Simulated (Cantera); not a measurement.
A closed system holds: 1 mol AlN, 1.2 mol H2, at 1350 °C and 750 Torr.

Equilibrium computed with Cantera from the NASA thermochemical tables; the gas is ideal and each condensed phase is pure. Candidate condensed phases: Al, AlN; 13 gas species. Rates play no part.

Base state: H2 1.000, H 6.91e-5 (mole fractions); condensed: AlN(s).

Problem. What changes in the equilibrium state with this change: temperature from 1350 °C to 2150 °C?

Solution. 
| species | before | after |
|---|---|---|
| H2 | 1.000 | 0.859 |
| Al | 2.15e-6 | 0.0738 |
| N2 | 1.88e-6 | 0.0416 |
| H | 6.91e-5 | 0.0164 |
| Al2 | <1e-9 | 0.000269 |
| AlH | 1.67e-6 | 0.00889 |
| AlN(s), mol | 1.000 | 0.885 |
